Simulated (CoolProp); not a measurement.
A closed Brayton cycle with carbon dioxide: compressor inlet 330.15 K and 8.3 MPa, high pressure 21.9 MPa, turbine inlet 910 K, compressor efficiency 0.8, turbine efficiency 0.9, recuperator effectiveness 0.95 (on enthalpy, no pinch check). Each further row changes one setting.

The numbers come from the reference Helmholtz-energy equation of state, Span 1996 in CoolProp.

| case | thermal efficiency (%) | net work (kJ/kg) | compressor to turbine work | compressor exit (K) | turbine exit (K) |
|---|---|---|---|---|---|
| as stated | 37.0 | 85.8 | 0.40 | 416.4 | 786.8 |
| turbine inlet 860 K | 35.0 | 77.2 | 0.42 | 416.4 | 741.1 |
| compressor inlet 340.15 K | 35.7 | 79.8 | 0.44 | 431.7 | 786.8 |
| high pressure 18.6 MPa | 36.3 | 74.3 | 0.38 | 401.3 | 806.9 |
| recuperator effectiveness 0.5 | 20.2 | 85.8 | 0.40 | 416.4 | 786.8 |
